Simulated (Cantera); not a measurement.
Cantera run:

```python
import numpy as np
import cantera as ct

gas_names = """
    CL CLO CL2 Cs CsCL CsO CsOH Cs2 Cs2CL2 Cs2O Cs2O2H2 H HCL HOCL HO2 H2 H2O H2O2 O OH O2 O3
""".split()
cond_names = """
    Cs(cr) Cs(L) CsCL(a) CsCL(b) CsCL(L) CsOH(a) CsOH(b) CsOH(c) CsOH(L) H2O(s) H2O(L)
""".split()


def load(file, names, dense=False):
    # The tables refer to 1 bar. Condensed volumes are neglected.
    table = {s.name: s for s in ct.Species.list_from_file(file)}
    out = []
    for n in names:
        d = dict(table[n].input_data)
        d["thermo"] = dict(d["thermo"], **{"reference-pressure": 1e5})
        if dense:
            d["equation-of-state"] = {"model": "constant-volume", "density": "1e6 g/cm^3"}
        out.append(ct.Species.from_dict(d))
    return out


gas = ct.Solution(thermo="ideal-gas", species=load("nasa_gas.yaml", gas_names))
cond = {s.name: ct.Solution(thermo="fixed-stoichiometry", species=[s], name=s.name)
        for s in load("nasa_condensed.yaml", cond_names, dense=True)}
atoms = {
    'CsCl': {'Cs': 1, 'CL': 1},
    'O2': {'O': 2},
    'H2': {'H': 2},
    'H2O': {'H': 2, 'O': 1},
}
top_T = {}  # K; cautious upper limits of use, not melting points


def equilibrate(T, P, feed):
    n = {}
    for name, mol in feed.items():
        for a, k in atoms[name].items():
            n[a] = n.get(a, 0.0) + k * mol
    gas.TPX = T, P, n
    mass = sum(n.values()) * gas.mean_molecular_weight
    gas.equilibrate("TP")
    valid = [c for c in cond.values() if c.min_temp <= T <= top_T.get(c.name, c.max_temp)]
    mix = ct.Mixture([(gas, mass / gas.mean_molecular_weight)] + [(c, 0.0) for c in valid])
    mix.T, mix.P = T, P
    mix.equilibrate("TP", solver="vcs", rtol=1e-11, max_steps=5000)
    return mix


results = []
feed = {'CsCl': 1, 'O2': 0.64, 'H2': 0.14, 'H2O': 0.21}  # mol
P = 10000  # Pa
for T in [973, 1048, 1123, 1198, 1273, 1348, 1423, 1498, 1573, 1648, 1723, 1798, 1873]:
    mix = equilibrate(T, P, feed)
    results.append((T, P, feed, dict(zip(mix.species_names, mix.species_moles))))
    x = sorted(zip(gas.X, gas.species_names), reverse=True)
    print(f"T = {T:g} K  P = {P:g} Pa  gas = {mix.phase_moles(0):.4g} mol")
    print("   x: " + "  ".join(f"{s} {v:.3e}" for v, s in x if v > 1e-06))
    print("   condensed (mol): " + ("  ".join(f"{mix.phase(i).name} {mix.phase_moles(i):.4g}"
          for i in range(1, mix.n_phases) if mix.phase_moles(i) > 1e-12) or "none"))
```

Result:

```
T = 973 K  P = 10000 Pa  gas = 0.9257 mol
   x: O2 6.157e-01  H2O 3.781e-01  CsCL 4.077e-03  Cs2CL2 2.115e-03  CsOH 1.333e-05  HCL 1.332e-05
   condensed (mol): CsCL(L) 0.9923
T = 1048 K  P = 10000 Pa  gas = 0.9449 mol
   x: O2 6.033e-01  H2O 3.704e-01  CsCL 1.772e-02  Cs2CL2 8.544e-03  CsOH 5.022e-05  HCL 5.017e-05  OH 1.254e-06
   condensed (mol): CsCL(L) 0.9671
T = 1123 K  P = 10000 Pa  gas = 1.01 mol
   x: O2 5.641e-01  H2O 3.462e-01  CsCL 6.185e-02  Cs2CL2 2.748e-02  CsOH 1.532e-04  HCL 1.529e-04  OH 4.145e-06
   condensed (mol): CsCL(L) 0.8818
T = 1198 K  P = 10000 Pa  gas = 1.235 mol
   x: O2 4.615e-01  H2O 2.830e-01  CsCL 1.810e-01  Cs2CL2 7.365e-02  CsOH 3.758e-04  HCL 3.742e-04  OH 1.061e-05  CL 1.541e-06
   condensed (mol): CsCL(L) 0.594
T = 1273 K  P = 10000 Pa  gas = 1.735 mol
   x: CsCL 3.628e-01  O2 3.285e-01  H2O 2.010e-01  Cs2CL2 1.064e-01  CsOH 6.748e-04  HCL 6.694e-04  OH 2.150e-05  CL 5.279e-06
   condensed (mol): none
T = 1348 K  P = 10000 Pa  gas = 1.811 mol
   x: CsCL 4.303e-01  O2 3.148e-01  H2O 1.923e-01  Cs2CL2 6.049e-02  CsOH 1.036e-03  HCL 1.022e-03  OH 4.896e-05  CL 1.348e-05
   condensed (mol): none
T = 1423 K  P = 10000 Pa  gas = 1.86 mol
   x: CsCL 4.715e-01  O2 3.064e-01  H2O 1.867e-01  Cs2CL2 3.235e-02  CsOH 1.485e-03  HCL 1.455e-03  OH 1.031e-04  CL 3.033e-05  O 2.357e-06
   condensed (mol): none
T = 1498 K  P = 10000 Pa  gas = 1.888 mol
   x: CsCL 4.934e-01  O2 3.019e-01  H2O 1.833e-01  Cs2CL2 1.715e-02  CsOH 2.030e-03  HCL 1.969e-03  OH 2.027e-04  CL 6.192e-05  O 6.856e-06  Cs 1.968e-06  H2 1.943e-06
   condensed (mol): none
T = 1573 K  P = 10000 Pa  gas = 1.903 mol
   x: CsCL 5.043e-01  O2 2.995e-01  H2O 1.811e-01  Cs2CL2 9.311e-03  CsOH 2.680e-03  HCL 2.568e-03  OH 3.751e-04  CL 1.171e-04  O 1.808e-05  Cs 5.822e-06  H2 5.026e-06
   condensed (mol): none
T = 1648 K  P = 10000 Pa  gas = 1.91 mol
   x: CsCL 5.095e-01  O2 2.981e-01  H2O 1.795e-01  Cs2CL2 5.249e-03  CsOH 3.446e-03  HCL 3.252e-03  OH 6.574e-04  CL 2.079e-04  O 4.372e-05  Cs 1.555e-05  H2 1.194e-05
   condensed (mol): none
T = 1723 K  P = 10000 Pa  gas = 1.915 mol
   x: CsCL 5.117e-01  O2 2.973e-01  H2O 1.780e-01  CsOH 4.333e-03  HCL 4.020e-03  Cs2CL2 3.084e-03  OH 1.097e-03  CL 3.502e-04  O 9.803e-05  Cs 3.805e-05  H2 2.629e-05  H 2.957e-06  CsO 1.214e-06  CLO 1.156e-06
   condensed (mol): none
T = 1798 K  P = 10000 Pa  gas = 1.918 mol
   x: CsCL 5.122e-01  O2 2.966e-01  H2O 1.765e-01  CsOH 5.345e-03  HCL 4.867e-03  Cs2CL2 1.886e-03  OH 1.755e-03  CL 5.638e-04  O 2.056e-04  Cs 8.642e-05  H2 5.417e-05  H 8.195e-06  CsO 2.648e-06  CLO 1.732e-06  HO2 1.113e-06
   condensed (mol): none
T = 1873 K  P = 10000 Pa  gas = 1.92 mol
   x: CsCL 5.117e-01  O2 2.958e-01  H2O 1.747e-01  CsOH 6.478e-03  HCL 5.790e-03  OH 2.698e-03  Cs2CL2 1.196e-03  CL 8.728e-04  O 4.066e-04  Cs 1.837e-04  H2 1.052e-04  H 2.093e-05  CsO 5.422e-06  CLO 2.507e-06  HO2 1.582e-06
   condensed (mol): none
```

Method: chemical equilibrium by Gibbs-energy minimisation in Cantera with the NASA 1993 tables (ideal gas, pure condensed phases).
